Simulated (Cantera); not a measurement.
An isothermal, constant-pressure homogeneous reactor starts with CH4 : N2 = 0.24 : 77 (molar parts), at 1450 K and 1.13 Torr.

Detailed kinetics in Cantera: GRI-Mech 3.0 (53 species, 325 reactions). GRI-Mech 3.0 stops at C3 and has no aromatics, soot or wall deposition, so with more carbon than oxygen in the feed, carbon stays in small species such as C2H2 where larger ones or solid carbon would form. Radical loss at walls, strong at low pressure, is not modelled.

Q: Predict: x(CH4) at 100 s; x(H) at 100 s; x(HCN) at 100 s; x(C2H2) at 100 s; x(C2H4) at 100 s; x(CH2) at 100 s.

A: 
```
Quantity                                             Value
----------------  ----------------------------------------
x(CH4) at 100 s    0.00202 (gas-phase equilibrium 4.49e-9)
x(H) at 100 s      1.60e-6 (gas-phase equilibrium 1.67e-5)
x(HCN) at 100 s    4.84e-8 (gas-phase equilibrium 0.00302)
x(C2H2) at 100 s  0.000461 (gas-phase equilibrium 4.10e-5)
x(C2H4) at 100 s  6.18e-5 (gas-phase equilibrium 1.35e-10)
x(CH2) at 100 s     1.92e-8 (gas-phase equilibrium <1e-12)
```
